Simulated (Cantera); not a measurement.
**Counterflow diffusion flame**

A counterflow diffusion flame at 0.987 atm, nozzles 20 mm apart: fuel side 100 % CH₄ at 600 K, oxidiser side 19.0 % O₂, 81.0 % N₂ at 700 K, fuel mass flux 0.78 times the oxidiser's; mixture-averaged transport, no radiation.

Computed with Cantera and GRI-Mech 3.0 (53 species, 325 reactions). GRI-Mech 3.0 has no aromatics or soot, which form on the fuel side of real flames. The maximum strain rate includes the flame's own expansion and is several times the mean.

```csv
oxidiser flux (kg/m²/s),max strain (1/s),mean strain (1/s),T max (K),peak x OH,peak x H,peak x NO,peak x CO,peak x C₂H₂
0.25,212,55.6,2138,0.00819,0.00456,0.000294,0.0538,0.0149
0.33,272,73.4,2125,0.00814,0.00472,0.000275,0.0530,0.0141
0.43,347,95.6,2115,0.00811,0.00489,0.000256,0.0525,0.0134
0.56,442,125,2106,0.00807,0.00505,0.000235,0.0522,0.0127
0.73,565,162,2093,0.00797,0.00518,0.000211,0.0520,0.0120
0.95,721,211,2080,0.00782,0.00529,0.000185,0.0518,0.0112
1.2,896,267,2066,0.00764,0.00535,0.000161,0.0517,0.0105
1.6,1170,356,2046,0.00733,0.00536,0.000130,0.0517,0.00947
2.1,1510,467,2024,0.00694,0.00528,9.98e-5,0.0520,0.00835
2.7,1920,601,1997,0.00645,0.00507,7.23e-5,0.0523,0.00710
```
x: mole fraction; the columns are a selection and need not sum to one.
